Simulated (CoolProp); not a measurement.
Vapour-liquid equilibrium of n-hexane (1) + ethylbenzene (2) at 299.4 K; x and y are mole fractions of (1).

Values from CoolProp's multi-fluid Helmholtz-energy mixture model, Thol 2019 and Zhou 2012; pair parameters Bell 2016.

```
x     bubble pressure (MPa)  y at the bubble point  dew pressure at overall composition x (MPa)  liquid density (mol/L)
----  ---------------------  ---------------------  -------------------------------------------  ----------------------
0.05               0.002906                  0.550                                     0.001443                   8.089
0.15               0.005597                  0.788                                     0.001604                   8.041
0.25               0.007901                  0.865                                     0.001807                   7.991
0.35               0.009927                  0.904                                     0.002068                   7.940
0.45                0.01176                  0.929                                     0.002418                   7.888
0.55                0.01348                  0.946                                     0.002908                   7.836
0.65                0.01515                  0.961                                     0.003646                   7.782
0.75                0.01682                  0.973                                     0.004880                   7.727
0.85                0.01853                  0.984                                     0.007329                   7.671
0.95                0.02033                  0.995                                      0.01387                   7.614
```

No azeotrope shows between x = 0.05 and 0.95.

The pair parameters rest on a limited set of measurements; away from them the model extrapolates.
